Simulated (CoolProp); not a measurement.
A single-stage vapour-compression cycle with propyne: evaporating at 323.15 K (dew point), condensing at 381.15 K (bubble point), superheat 2 K, subcooling 5 K, compressor efficiency 0.9, no pressure losses. Each further row changes one setting.

Computed with CoolProp (reference Helmholtz-energy equation of state, Polt 1992). This equation is an older, rougher fit; its heat capacities, sound speeds and derivatives of the liquid may be far off and weren't checked against measurements.

| case | cooling COP | pressure ratio | discharge temperature (K) | refrigerating effect (kJ/kg) | volumetric capacity (kJ/m³) |
|---|---|---|---|---|---|
| as stated | 3.43 | 3.42 | 400.0 | 266 | 5380 |
| evaporating temperature 328.15 K | ___ | ___ | ___ | 270 | ___ |
| condensing temperature 376.15 K | 3.96 | 3.11 | ___ | 284 | 5750 |
| subcooling 10 K | 3.68 | 3.42 | 400.0 | ___ | 5770 |
| superheat 12 K | 3.47 | 3.42 | 409.1 | 287 | ___ |
| compressor efficiency 0.8 | 3.05 | 3.42 | ___ | 266 | 5380 |

Question: What belongs in the gaps?

Answer: 
- evaporating temperature 328.15 K, cooling COP: 3.90
- evaporating temperature 328.15 K, pressure ratio: 3.02
- evaporating temperature 328.15 K, discharge temperature (K): 398.6
- evaporating temperature 328.15 K, volumetric capacity (kJ/m³): 6180
- condensing temperature 376.15 K, discharge temperature (K): 393.8
- subcooling 10 K, refrigerating effect (kJ/kg): 285
- superheat 12 K, volumetric capacity (kJ/m³): 5480
- compressor efficiency 0.8, discharge temperature (K): 403.3
